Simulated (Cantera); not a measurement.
Gas mixture: 20.8 % C3H8, 79.2 % C2H2, at 2670 Pa, frozen composition.

Cantera's kinetic-theory transport with the Lennard-Jones parameters of GRI-Mech 3.0, ideal gas; thermal conductivity in the multicomponent form. The composition is frozen, though it would react at the higher temperatures.

D: mixture-averaged diffusion coefficient of that species in the mixture.

| T (K) | ρ (kg/m³) | cp (J/kg/K) | μ (µPa s) | λ (mW/m/K) | Pr | D (cm²/s) N2 | D (cm²/s) C2H2 | D (cm²/s) CO2 |
|---|---|---|---|---|---|---|---|---|
| 400 | 0.0239 | 1993 | 12.8 | 34.2 | 0.748 | [?] | 5.93 | 7.29 |
| 600 | 0.0159 | 2443 | 18.0 | 57.8 | 0.759 | [?] | 12.5 | 15.3 |
| 800 | 0.0119 | 2768 | 22.4 | 80.9 | 0.764 | [?] | 20.8 | 25.5 |
| 1000 | 0.00956 | 3025 | 26.3 | 104 | 0.766 | [?] | 30.7 | 37.6 |
| 1200 | 0.00796 | 3219 | 29.8 | 125 | 0.766 | [?] | 41.9 | 51.4 |
| 1400 | 0.00683 | 3379 | 33.1 | 146 | 0.766 | [?] | 54.5 | 66.8 |

### Question
Some entries are withheld; supply them.

### Answer

- 400, D (cm²/s) N2: 9.75
- 600, D (cm²/s) N2: 19.9
- 800, D (cm²/s) N2: 32.5
- 1000, D (cm²/s) N2: 47.4
- 1200, D (cm²/s) N2: 64.4
- 1400, D (cm²/s) N2: 83.3
